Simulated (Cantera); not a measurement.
Source: NASA polynomial tables (part measured, part estimated), evaluated in Cantera. Values are per mole of reaction as written; species without (g) are pure solids or liquids, kept so even where they would boil at 1 bar.

Task: Between 300 and 598 K, where is each reaction favourable under standard conditions?
- I2 + Pb = PbI2(g)
- Pb + 2 HI(g) = 2 H(g) + PbI2(g)

Result: 
- I2 + Pb = PbI2(g): ΔG° is -57 kJ at 300 K and -97 kJ at 598 K; it stays negative (K > 1). ΔH° is -32 kJ and ΔS° 109 J/K at 598 K.
- Pb + 2 HI(g) = 2 H(g) + PbI2(g): ΔG° is 347 kJ at 300 K and 312 kJ at 598 K; it stays positive (K < 1). ΔH° is 384 kJ and ΔS° 120 J/K at 598 K.
